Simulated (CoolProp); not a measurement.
A single-stage vapour-compression cycle with R407C: evaporating at 211.15 K (dew point), condensing at 275.15 K (bubble point), superheat 8 K, subcooling 2 K, compressor efficiency 0.75, no pressure losses. Each further row changes one setting.

Values from CoolProp's reference Helmholtz-energy equation of state, Lemmon 2003. It is a pseudo-pure fit of the blend.

```csv
case,cooling COP,pressure ratio,discharge temperature (K),refrigerating effect (kJ/kg),volumetric capacity (kJ/m³)
as stated,1.65,24.8,360.9,180,211
evaporating temperature 216.15 K,1.87,18.2,352.8,183,287
condensing temperature 270.15 K,1.82,21.1,353.2,187,219
subcooling 7 K,1.71,24.8,360.9,187,219
superheat 18 K,1.64,24.8,373.2,187,209
compressor efficiency 0.65,1.43,24.8,378.1,180,211
```
